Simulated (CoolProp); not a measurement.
Vapour-liquid equilibrium of carbon dioxide (1) + n-perfluorobutane (2) at -25.65 °C; x and y are mole fractions of (1).

The numbers come from the multi-fluid Helmholtz-energy mixture model, Span 1996 and Gao 2022; pair parameters Bell 2016 in CoolProp.

Problem. Give the bubble pressure and the first vapour's composition at x = 0.2, 0.5, 0.8. Is there an azeotrope?

Solution. x = 0.2: 521.4 kPa, y = 0.935; x = 0.5: 1033 kPa, y = 0.970; x = 0.8: 1331 kPa, y = 0.984. No azeotrope shows between x = 0.05 and 0.95.

The pair parameters rest on a limited set of measurements; away from them the model extrapolates. The gap from Raoult's law changes sign with composition, which may be real or a fault of the pair parameters; it wasn't checked against measurements.
